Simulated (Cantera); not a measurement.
Charge: 1 mol trisilylamine, 7.6 mol N2, at 1948.15 K and 1.00 bar.

Method: chemical equilibrium by Gibbs-energy minimisation in Cantera with the NASA 1993 tables (ideal gas, pure condensed phases). Candidate condensed phases: Si, Si3N4; 18 gas species. The feed counts by its element totals alone. The numbers say what is thermodynamically allowed, not how fast it happens.

Base state: N2 0.575, H2 0.424, H 0.000737 (mole fractions); condensed: Si3N4(s).

**Question.** What changes in the equilibrium state with this change: pressure from 1.00 bar to 0.133 bar?

**Answer.** 
```csv
species,before,after
N2,0.575,0.613
H2,0.424,0.385
H,0.000737,0.00192
Si,6.34e-6,0.000175
Si2N,5.33e-7,2.03e-5
SiN,1.42e-6,1.48e-5
SiH,3.17e-6,3.04e-5
"Si3N4(s), mol",1.000,0.477
"Si(l), mol",0,1.56
```
Mutual solubility and eutectic melting of coexisting phases are not modelled. The tables' values for SiN are old estimates; treat these amounts as uncertain. Gases not in the tables: Si2H6 and higher silanes.
